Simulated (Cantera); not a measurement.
A Cantera script and its output.

```python
import numpy as np
import cantera as ct

gas = ct.Solution("gri30.yaml", transport_model="multicomponent")
show = ['H', 'NH3', 'H2']

rows = []
print(f"{'T/K':>7s}{'rho':>11s}{'cp':>10s}{'mu':>11s}{'lambda':>11s}{'Pr':>7s}" + "".join(f"{'D_' + s:>11s}" for s in show))
for T in [400, 500, 600, 700, 800, 900]:
    gas.TPX = T, 1333, {'O2': 0.86}
    Pr = gas.cp_mass * gas.viscosity / gas.thermal_conductivity
    D = [gas.mix_diff_coeffs_mole[gas.species_index(s)] for s in show]
    rows.append([gas.density, gas.cp_mass, gas.viscosity, gas.thermal_conductivity, Pr, *D])
    print(f"{T:7g}{gas.density:11.4e}{gas.cp_mass:10.1f}{gas.viscosity:11.4e}"
          f"{gas.thermal_conductivity:11.4e}{Pr:7.3f}" + "".join(f"{d:11.4e}" for d in D))
print("SI units: kg/m3, J/kg/K, Pa s, W/m/K, m2/s")
```

It prints:

```
    T/K        rho        cp         mu     lambda     Pr        D_H      D_NH3       D_H2
    400 1.2825e-02     941.4 2.5629e-05 3.3889e-02  0.712 1.6149e-02 2.9291e-03 1.0010e-02
    500 1.0260e-02     971.4 3.0045e-05 4.1059e-02  0.711 2.3826e-02 4.4344e-03 1.4570e-02
    600 8.5500e-03    1002.6 3.4077e-05 4.8102e-02  0.710 3.2593e-02 6.1756e-03 1.9766e-02
    700 7.3286e-03    1031.1 3.7824e-05 5.4934e-02  0.710 4.2377e-02 8.1335e-03 2.5559e-02
    800 6.4125e-03    1054.7 4.1353e-05 6.1465e-02  0.710 5.3119e-02 1.0293e-02 3.1915e-02
    900 5.7000e-03    1073.7 4.4705e-05 6.7676e-02  0.709 6.4774e-02 1.2643e-02 3.8811e-02
SI units: kg/m3, J/kg/K, Pa s, W/m/K, m2/s
```

Computed with Cantera and GRI-Mech 3.0 (53 species, 325 reactions).
